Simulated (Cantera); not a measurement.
A perfectly stirred reactor is fed with 100 % N2O, at 1.00 bar; it is held at 1400 K, and followed from long to short residence time.

Model: GRI-Mech 3.0 (53 species, 325 reactions), integrated in Cantera. GRI-Mech 3.0 was tuned for natural gas; its chemistry of N2O as a main component is partial and can be far from experiment. The temperature is held fixed by assumption; the heat of reaction is taken as removed at once.

x: mole fraction; the columns are a selection and need not sum to one.

```
τ (s)      x N2O    x N2      x O    x NO     x NO2    x O2
-------  -------  ------  -------  ------  --------  ------
17       0.00472   0.651  2.64e-6  0.0254  0.000210   0.319
3.2       0.0223   0.629  5.38e-6  0.0462  0.000370   0.302
0.59         ___     ___      ___  0.0710  0.000558     ___
0.11       0.322   0.415  1.72e-5  0.0734  0.000565   0.189
0.021      0.690   0.187  2.21e-5  0.0385  0.000282  0.0838
0.0039     0.920  0.0479  2.38e-5  0.0103   6.16e-5  0.0213
0.00073    0.984     ___  2.41e-5     ___       ___     ___
```

Q: What belongs in the gaps?

A: 
- 0.59, x N2O: 0.0957
- 0.59, x N2: 0.567
- 0.59, x O: 1.05e-5
- 0.59, x O2: 0.265
- 0.00073, x N2: 0.00964
- 0.00073, x NO: 0.00209
- 0.00073, x NO2: 6.38e-6
- 0.00073, x O2: 0.00428
